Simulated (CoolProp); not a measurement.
Hydrogen chloride at several states: Z from the reference equation and from simpler models built on Tc = 324.7 K, pc = 83.14 bar, ω = 0.130; each cubic takes its own stable root.

Computed with CoolProp (reference Helmholtz-energy equation of state, Thol 2018).

```tsv
T (K)	p (bar)	phase	reference	Soave-Redlich-Kwong	Peng-Robinson
252.1	53.2	liquid	0.09101	0.1053	0.09303
646.8	29.3	gas	0.9888	0.9962	0.9907
579	321	supercritical	0.9009	0.9727	0.9276
604.9	0.117	gas	0.9999	1.0000	0.9999
189.5	136	liquid	0.2625	0.2979	0.2646
394.3	273	supercritical	0.5295	0.6361	0.5892
```
